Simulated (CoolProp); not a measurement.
Vapour-liquid equilibrium of cyclopropane (1) + R134a (2) at 0.567 MPa; x and y are mole fractions of (1).

Computed with CoolProp (multi-fluid Helmholtz-energy mixture model, Polt 1992 and Tillner-Roth 1994; pair parameters Bell 2016). This equation is an older, rougher fit; its heat capacities, sound speeds and derivatives of the liquid may be far off and weren't checked against measurements.

```tsv
x	bubble temperature (K)	y at the bubble point	dew temperature at overall composition x (K)	liquid density (mol/L)
0.05	289.8	0.123	291.6	12.18
0.2	284.0	0.353	287.9	12.59
0.35	281.5	0.470	284.1	(withheld)
0.5	280.6	0.543	281.0	(withheld)
0.65	280.6	0.605	281.1	(withheld)
0.8	281.8	(withheld)	284.2	14.35
0.95	286.2	0.879	288.0	14.89
```

Task: Some entries are withheld; supply them.

Result: 
- 0.35, liquid density (mol/L): 12.96
- 0.5, liquid density (mol/L): 13.35
- 0.65, liquid density (mol/L): 13.82
- 0.8, y at the bubble point: 0.692

y crosses x between x = 0.5 and 0.65: the model has an azeotrope there.

The pair parameters rest on a limited set of measurements; away from them the model extrapolates.
